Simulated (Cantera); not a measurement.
Input (Python, Cantera):

```python
import numpy as np
import cantera as ct

gas = ct.Solution("gri30.yaml")
gas.TPX = 500, 13332, {'CO': 1, 'H2': 0.32, 'CH4': 0.21, 'O2': 1.54, 'N2': 5.71, 'H2O': 0.29}
flame = ct.FreeFlame(gas, width=0.16)
flame.set_refine_criteria(ratio=3, slope=0.08, curve=0.16)
flame.transport_model = "mixture-averaged"
flame.solve(loglevel=0, auto=True)
z, T = flame.grid, flame.T
thick = (T[-1] - T[0]) / np.gradient(T, z).max()
show = ['CO', 'H2', 'CH4', 'C2H', 'NO2', 'C2H6']
print(f"laminar burning velocity  {flame.velocity[0] * 100:.3f} cm/s")
print(f"burnt temperature         {T[-1]:.1f} K")
print(f"thermal thickness         {thick * 1e3:.4f} mm")
print(f"grid points               {len(z)}")
z0 = z[flame.heat_release_rate.argmax()]
print(f"{'z/mm':>9s}{'T/K':>9s}{'u/(m/s)':>9s}" + "".join(f"{s:>11s}" for s in show))
rows = []
for k in (-3, -2, -1.5, -1, -0.5, -0.25, 0, 0.25, 0.5, 1, 2, 4, 8):
    zz = z0 + k * thick
    rows.append([k * thick, np.interp(zz, z, T), np.interp(zz, z, flame.velocity),
                 *(np.interp(zz, z, flame.X[gas.species_index(s)]) for s in show)])
    print(f"{rows[-1][0] * 1e3:9.3f}{rows[-1][1]:9.1f}{rows[-1][2]:9.3f}" + "".join(f"{x:11.3e}" for x in rows[-1][3:]))
```

Output:

```
laminar burning velocity  145.301 cm/s
burnt temperature         2090.5 K
thermal thickness         3.8971 mm
grid points               170
     z/mm      T/K  u/(m/s)         CO         H2        CH4        C2H        NO2       C2H6
  -11.691    500.0    1.453  1.103e-01  3.528e-02  2.315e-02  2.910e-35 -2.869e-16  2.091e-14
   -7.794    500.0    1.453  1.103e-01  3.524e-02  2.315e-02  1.995e-33 -6.916e-17  1.836e-12
   -5.846    500.0    1.453  1.103e-01  3.513e-02  2.316e-02  5.933e-31  7.345e-15  8.752e-11
   -3.897    500.6    1.454  1.103e-01  3.460e-02  2.317e-02  1.090e-25  6.943e-13  1.374e-08
   -1.949    562.4    1.629  1.092e-01  3.135e-02  2.268e-02  1.812e-18  2.255e-11  5.135e-06
   -0.974    778.6    2.254  1.061e-01  2.664e-02  1.850e-02  1.241e-14  1.639e-11  1.646e-05
    0.000   1148.0    3.323  1.002e-01  1.856e-02  4.957e-03  1.630e-11  2.926e-11  3.044e-06
    0.974   1331.6    3.833  7.958e-02  9.798e-03  1.637e-04  1.819e-12  5.214e-11  1.824e-09
    1.949   1414.6    4.039  5.944e-02  7.693e-03  2.387e-06  7.403e-15  9.385e-11  5.277e-13
    3.897   1520.1    4.291  3.819e-02  8.103e-03  6.096e-10  2.553e-19  1.718e-10  2.355e-19
    7.794   1632.3    4.566  2.902e-02  7.824e-03  1.400e-15  1.239e-25  3.128e-10  6.376e-28
   15.589   1745.1    4.845  2.596e-02  6.453e-03  1.845e-18  2.418e-26  5.521e-10  1.609e-30
   31.177   1852.2    5.103  2.153e-02  4.791e-03  3.887e-19  1.555e-26  1.027e-09  3.103e-31
```

Computed with Cantera and GRI-Mech 3.0 (53 species, 325 reactions). Burning velocities carry a grid error of a few per cent, more on coarse grids.
